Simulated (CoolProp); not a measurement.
Vapour-liquid equilibrium of n-hexane (1) + cyclohexane (2) at 0.238 MPa; x and y are mole fractions of (1).

Computed with CoolProp (multi-fluid Helmholtz-energy mixture model, Thol 2019 and Zhou 2014; pair parameters Bell 2016).

Task: Give the bubble temperature and the first vapour's composition at x = 0.425, 0.575, 0.8. Is there an azeotrope?

Result: x = 0.425: 378.2 K, y = 0.503; x = 0.575: 376.3 K, y = 0.645; x = 0.8: 373.8 K, y = 0.839. No azeotrope shows between x = 0.05 and 0.95.

The pair parameters rest on a limited set of measurements; away from them the model extrapolates.
